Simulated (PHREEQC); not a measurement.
1 kg of water holding 10 mmol/kgw KCl, 12 mmol/kgw NaHCO3 and 9.5 mmol/kgw Na2CO3 is evaporated at 25 °C; the solids stay in contact with the brine. CO2 from the air is kept out. Solids allowed: Halite, Kalicinite, Nahcolite, Natron, Sylvite, Trona. Others were left out.

All values are PHREEQC results (Pitzer model, pitzer.dat), not measurements.

| water left (kg) | ionic strength | water activity | Nahcolite (mol) |
|---|---|---|---|
| 1 | 0.0504 | 0.999 | 0 |
| 0.6755 | 0.0747 | 0.998 | 0 |
| 0.4563 | 0.111 | 0.997 | 0 |
| 0.375 | 0.135 | 0.997 | 0 |
| 0.2533 | 0.199 | 0.996 | 0 |
| 0.1711 | 0.295 | 0.993 | 0 |
| 0.1156 | 0.437 | 0.990 | 0 |
| 0.07809 | 0.647 | 0.986 | 0 |
| 0.06418 | 0.787 | 0.983 | 0 |
| 0.04335 | 1.16 | 0.976 | 0 |
| 0.0293 | 1.72 | 0.965 | 0 |
| 0.01979 | 2.55 | 0.949 | 0 |
| 0.01337 | 3.78 | 0.925 | 0 |
| 0.011 | 4.42 | 0.913 | 0.00189 |
| 0.007428 | 5.98 | 0.883 | 0.00607 |
| 0.004988 | 7.95 | 0.835 | 0.00799 |

Nahcolite from water left = 0.011 kg (pH 9.34); Trona from water left = 0.004988 kg (pH 9.86).
